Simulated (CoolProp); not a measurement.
Properties of R124 along the isobar 3890 kPa (Tc = 122.3 °C, pc = 3624 kPa, ω = 0.288).

Values from CoolProp's reference Helmholtz-energy equation of state, de Vries 1995.

| T (°C) | phase | Joule-Thomson coefficient (K/MPa) | expansivity (1/kK) |
|---|---|---|---|
| -38.35 | liquid | -0.3733 | 1.739 |
| -30.15 | liquid | -0.3577 | 1.791 |
| -21.95 | liquid | -0.3405 | 1.850 |
| -13.75 | liquid | -0.3214 | 1.915 |
| -5.55 | liquid | -0.3001 | 1.989 |
| 2.65 | liquid | -0.2762 | 2.072 |
| 10.85 | liquid | -0.2492 | 2.166 |
| 19.05 | liquid | -0.2184 | 2.273 |
| 27.25 | liquid | -0.1829 | 2.397 |
| 35.45 | liquid | -0.1416 | 2.542 |
